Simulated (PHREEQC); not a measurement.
Consider water at 25 °C with 0.2 mol Na2SO4 and 0.011 mol Mg(NO3)2 per kg of water. Closed to the air; pH follows from the charge balance.

Computed with PHREEQC (ion-association model, wateq4f.dat).

```yaml
ionic_strength: 0.501 mol/kgw
activity_of_water: 0.990
```

```json
[
 {"species": "Na+", "molality": "0.348", "activity": "0.247", "log γ": "-0.149"},
 {"species": "SO4-2", "molality": "0.141", "activity": "0.0290", "log γ": "-0.688"},
 {"species": "NaSO4-", "molality": "0.0518", "activity": "0.0358", "log γ": "-0.160"},
 {"species": "NO3-", "molality": "0.0220", "activity": "0.0135", "log γ": "-0.213"},
 {"species": "MgSO4", "molality": "0.00703", "activity": "0.00789", "log γ": "0.050"},
 {"species": "Mg+2", "molality": "0.00397", "activity": "0.00116", "log γ": "-0.533"},
 {"species": "HSO4-", "molality": "2.63e-7", "activity": "1.76e-7", "log γ": "-0.176"}
]
```

No solid was allowed to form.
